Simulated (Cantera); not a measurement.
Feed: 1 mol Fe2O3, 4.6 mol H2, held at 1975 K and 0.143 Torr.

Equilibrium computed with Cantera from the NASA thermochemical tables; the gas is ideal and each condensed phase is pure. Candidate condensed phases: Fe, FeO, Fe(OH)2, Fe(OH)3, Fe2O3, Fe3O4, H2O; 12 gas species. Kinetics and transport are ignored.

Base state: H2O 0.419, Fe 0.284, H2 0.229, H 0.0475, FeO 0.00977, OH 0.00829, O 0.00127, O2 0.00100 (mole fractions); condensed: gas only.

Task: What changes in the equilibrium state with this change: 0.45 mol CO2 added?

Result: 
| species | before | after |
|---|---|---|
| H2O | 0.419 | 0.427 |
| Fe | 0.284 | 0.264 |
| H2 | 0.229 | 0.180 |
| CO | 0 | 0.0406 |
| CO2 | 0 | 0.0214 |
| FeO | 0.00977 | 0.0117 |
| H | 0.0475 | 0.0422 |
| O2 | 0.00100 | 0.00168 |
| O | 0.00127 | 0.00164 |
| Fe(OH)2 | 0.000114 | 0.000139 |
| OH | 0.00829 | 0.00952 |
Further candidate phases: C, C6H6, C7H8, C8H18, Fe(CO)5.
